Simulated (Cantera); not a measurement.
Sublimation and decomposition of ceramics: SiO2 + Si + N2

A closed system holds: 1 mol SiO2, 0.045 mol Si, 0.13 mol N2, at 13.0 Pa.

These are equilibrium values from Cantera (NASA tables, ideal gas, pure condensed phases), not measurements of a reactor. Candidate condensed phases: Si, SiO2, Si2N2O, Si3N4; 30 gas species. Ions and electrons are included (thermal ionisation). The tables' values for SiO2, SiN are old estimates; treat these amounts as uncertain. The tables hold silica as quartz up to 1696 K and as liquid above; real silica turns to tridymite and cristobalite and melts near 1996 K. Kinetics and transport are ignored.

```csv
T (K),x O,x N2,x SiO,x Si,x e-,x Si+,x N,x O2,n SiO2(l)
2000,0.00201,0.585,0.410,9.11e-9,2.06e-11,<1e-12,6.05e-8,0.00117,0.953
2500,0.336,0.0636,0.525,1.23e-6,1.72e-8,2.70e-9,6.47e-6,0.0699,0
3000,0.444,0.0604,0.491,0.000599,4.42e-6,4.39e-6,0.000300,0.00200,0
3500,0.475,0.0552,0.413,0.0511,0.000466,0.000466,0.00457,0.000121,0
4000,0.588,0.0297,0.0773,0.264,0.00673,0.00673,0.0268,2.03e-5,0
4500,0.589,0.00658,0.00515,0.276,0.0295,0.0295,0.0640,3.65e-6,0
5000,0.555,0.000597,0.000399,0.207,0.0827,0.0827,0.0710,8.17e-7,0
```
x: gas mole fraction; n: condensed amount in mol.

At 2000 K the condensed part is SiO2(l). From 2500 K to 5000 K nothing is condensed. The main Si-bearing gas is SiO at 2000 K and Si at 5000 K.
